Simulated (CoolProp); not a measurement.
A Linde-Hampson liquefier for dry air: isothermal reversible compression at 300 K from 1 atm to 5 MPa, throttling to 1 atm, return gas leaving the recuperator 5 K below the feed. Each further row changes one setting.

Computed with CoolProp (reference Helmholtz-energy equation of state, Lemmon 2000). It is a pseudo-pure fit of the blend.

```json
[
 {"case": "as stated", "liquid yield per pass": "___", "compression work (kJ/kg of gas)": "335"},
 {"case": "high pressure 10 MPa", "liquid yield per pass": "___", "compression work (kJ/kg of gas)": "394"},
 {"case": "warm-end temperature 330 K", "liquid yield per pass": "___", "compression work (kJ/kg of gas)": "369"},
 {"case": "warm-end gap 10 K", "liquid yield per pass": "0.001", "compression work (kJ/kg of gas)": "335"}
]
```

**Question.** What belongs in the gaps?

**Answer.** 
- as stated, liquid yield per pass: 0.013
- high pressure 10 MPa, liquid yield per pass: 0.036
- warm-end temperature 330 K, liquid yield per pass: 0.008
